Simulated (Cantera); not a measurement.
## Premixed flame

A freely propagating, adiabatic, planar premixed flame of 8.79 % CH₄, 0.378 % H₂, 18.3 % O₂, 68.9 % N₂, 3.61 % H₂O, unburnt at 450 K and 1.60 bar; multicomponent+Soret transport, grid criteria slope 0.08 and curve 0.16, no radiation.

Cantera simulation using GRI-Mech 3.0 (53 species, 325 reactions); the numbers are that mechanism's predictions, not measurements. Burning velocities carry a grid error of a few per cent, more on coarse grids.

| z (mm) | T (K) | u (m/s) | x CH₄ | x H₂ | x O₂ | x C₂H₆ | x NO | x OH |
|---|---|---|---|---|---|---|---|---|
| -0.916 | 450 | 0.555 | 0.0879 | 0.00405 | 0.183 | 1.18e-8 | <1e-8 | <1e-8 |
| -0.610 | 452 | 0.558 | 0.0876 | 0.00461 | 0.183 | 2.60e-7 | <1e-8 | <1e-8 |
| -0.458 | 461 | 0.569 | 0.0867 | 0.00539 | 0.182 | 2.44e-6 | 1.27e-8 | <1e-8 |
| -0.305 | 524 | 0.648 | 0.0817 | 0.00719 | 0.179 | 3.47e-5 | 1.28e-7 | 1.83e-7 |
| -0.153 | 925 | 1.16 | 0.0580 | 0.0119 | 0.146 | 0.000510 | 2.08e-6 | 1.58e-5 |
| -0.0763 | 1336 | 1.68 | 0.0322 | 0.0153 | 0.105 | 0.000772 | 5.21e-6 | 0.000185 |
| 0 | 1728 | 2.19 | 0.00691 | 0.0162 | 0.0575 | 8.75e-5 | 1.02e-5 | 0.00198 |
| 0.0763 | 1887 | 2.39 | 0.000332 | 0.0125 | 0.0321 | 1.88e-7 | 1.62e-5 | 0.00595 |
| 0.153 | 1944 | 2.45 | 7.65e-6 | 0.0107 | 0.0244 | <1e-8 | 2.00e-5 | 0.00751 |
| 0.305 | 2013 | 2.52 | 1.11e-8 | 0.00971 | 0.0199 | <1e-8 | 2.41e-5 | 0.00766 |
| 0.610 | 2088 | 2.61 | <1e-8 | 0.00794 | 0.0165 | <1e-8 | 2.99e-5 | 0.00690 |
| 1.22 | 2156 | 2.68 | <1e-8 | 0.00579 | 0.0135 | <1e-8 | 3.87e-5 | 0.00570 |
| 2.44 | 2204 | 2.73 | <1e-8 | 0.00407 | 0.0111 | <1e-8 | 5.16e-5 | 0.00457 |
x: mole fraction of selected species; z is measured from the peak of heat release.

```
Quantity                      Value
------------------------  ---------
laminar burning velocity  55.5 cm/s
thermal thickness          0.305 mm
peak x(C₂H₆)               0.000807
peak x(OH)                  0.00774
grid points                     146
```
